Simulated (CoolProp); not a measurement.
The numbers come from the reference Helmholtz-energy equation of state, Lemmon 2006 in CoolProp. It is a short technical equation, of lower accuracy than the large ones.

Problem. For hydrogen sulfide, give the phase and the Joule-Thomson coefficient (K/MPa), viscosity (µPa s) at 715.4 K and 12.6 MPa; 274.6 K and 8.31 MPa; 706.4 K and 0.0376 MPa.

Solution. 
- 715.4 K and 12.6 MPa: supercritical; Joule-Thomson coefficient 2.13, viscosity 29.6
- 274.6 K and 8.31 MPa: liquid; Joule-Thomson coefficient -0.194, viscosity 161
- 706.4 K and 0.0376 MPa: gas; Joule-Thomson coefficient 2.56, viscosity 27.6

Viscosity comes from a separate model (Quiñones-Cisneros 2012).
